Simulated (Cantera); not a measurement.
Charge: 1 mol SiHCl₃, 0.26 mol Cl₂, 25 mol N₂.

These are equilibrium values from Cantera (NASA tables, ideal gas, pure condensed phases), not measurements of a reactor. Candidate condensed phases: NH₄Cl, Si, Si₃N₄; 28 gas species. N₂ is the only nitrogen source here; it is nearly inert below about 1500 K, so the nitride shown seldom forms there in practice. The tables' values for SiCl₃ are old estimates. Kinetics and transport are ignored.

### Question
What condenses at these points (T in K, P in Pa): (1475, 670); (1325, 1700); (1575, 200000); (1275, 77000); (1675, 30000)?

### Answer
```json
[
 {"T (K)": "1475", "P in Pa": "670", "condensed phases": "gas only", "Si condensed (%)": "0.0"},
 {"T (K)": "1325", "P in Pa": "1700", "condensed phases": "Si₃N₄", "Si condensed (%)": "28.2"},
 {"T (K)": "1575", "P in Pa": "200000", "condensed phases": "Si₃N₄", "Si condensed (%)": "25.9"},
 {"T (K)": "1275", "P in Pa": "77000", "condensed phases": "Si₃N₄", "Si condensed (%)": "33.3"},
 {"T (K)": "1675", "P in Pa": "30000", "condensed phases": "gas only", "Si condensed (%)": "0.0"}
]
```
